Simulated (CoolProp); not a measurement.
A Linde-Hampson liquefier for oxygen: isothermal reversible compression at 300 K from 1 atm to 5 MPa, throttling to 1 atm, return gas leaving the recuperator 5 K below the feed. Each further row changes one setting.

Model: reference Helmholtz-energy equation of state, Schmidt 1985, in CoolProp.

```
case                        liquid yield per pass  compression work (kJ/kg of gas)
--------------------------  ---------------------  -------------------------------
as stated                                     [?]                              302
high pressure 10 MPa                        0.047                              [?]
warm-end temperature 330 K                  0.012                              [?]
warm-end gap 10 K                             [?]                              302
```

Fill in the missing entries.


- as stated, liquid yield per pass: 0.018
- high pressure 10 MPa, compression work (kJ/kg of gas): 354
- warm-end temperature 330 K, compression work (kJ/kg of gas): 333
- warm-end gap 10 K, liquid yield per pass: 0.007

Above 300 K oxygen's equation is extrapolated.
